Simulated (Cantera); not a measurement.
A Cantera script and what it prints.

```python
import numpy as np
import cantera as ct

gas_names = """
    F F2 N NF NF2 NF3 N2 Si SiF SiF2 SiF3 SiF4 SiN Si2 Si2N Si3
""".split()
cond_names = """
    Si(cr) Si(L) Si3N4(a)
""".split()


def load(file, names, dense=False):
    # The tables refer to 1 bar. Condensed volumes are neglected.
    table = {s.name: s for s in ct.Species.list_from_file(file)}
    out = []
    for n in names:
        d = dict(table[n].input_data)
        d["thermo"] = dict(d["thermo"], **{"reference-pressure": 1e5})
        if dense:
            d["equation-of-state"] = {"model": "constant-volume", "density": "1e6 g/cm^3"}
        out.append(ct.Species.from_dict(d))
    return out


gas = ct.Solution(thermo="ideal-gas", species=load("nasa_gas.yaml", gas_names))
cond = {s.name: ct.Solution(thermo="fixed-stoichiometry", species=[s], name=s.name)
        for s in load("nasa_condensed.yaml", cond_names, dense=True)}
atoms = {
    'Si': {'Si': 1},
    'NF3': {'N': 1, 'F': 3},
}
top_T = {'Si3N4(a)': 2400}  # K; cautious upper limits of use, not melting points


def equilibrate(T, P, feed):
    n = {}
    for name, mol in feed.items():
        for a, k in atoms[name].items():
            n[a] = n.get(a, 0.0) + k * mol
    gas.TPX = T, P, n
    mass = sum(n.values()) * gas.mean_molecular_weight
    gas.equilibrate("TP")
    valid = [c for c in cond.values() if c.min_temp <= T <= top_T.get(c.name, c.max_temp)]
    mix = ct.Mixture([(gas, mass / gas.mean_molecular_weight)] + [(c, 0.0) for c in valid])
    mix.T, mix.P = T, P
    mix.equilibrate("TP", solver="vcs", rtol=1e-11, max_steps=5000)
    return mix


results = []
feed = {'Si': 1, 'NF3': 0.62}  # mol
T = 498.15  # K
P = 133.322  # Pa
mix = equilibrate(T, P, feed)
results.append((T, P, feed, dict(zip(mix.species_names, mix.species_moles))))
print(gas.report(threshold=1e-05))
for i in range(1, mix.n_phases):
    print(f"{mix.phase(i).name:16s} {mix.phase_moles(i):12.5e} mol")
```

Result:

```
       temperature   498.15 K
          pressure   133.32 Pa
           density   0.0033502 kg/m^3
  mean mol. weight   104.08 kg/kmol
   phase of matter   gas

                          1 kg             1 kmol
                     ---------------   ---------------
          enthalpy       -1.5358e+07       -1.5985e+09  J
   internal energy       -1.5398e+07       -1.6026e+09  J
           entropy            3649.3        3.7981e+05  J/K
    Gibbs function       -1.7176e+07       -1.7877e+09  J
 heat capacity c_p            860.17             89526  J/K
 heat capacity c_v            780.29             81211  J/K

                      mass frac. Y      mole frac. X     chem. pot. / RT
                     ---------------   ---------------   ---------------
              SiF4                 1                 1           -431.61
     [  +15 minor]        7.1193e-10         8.709e-10

Si(cr)            7.00000e-02 mol
Si3N4(a)          1.55000e-01 mol
```

Equilibrium computed with Cantera from the NASA thermochemical tables; the gas is ideal and each condensed phase is pure.
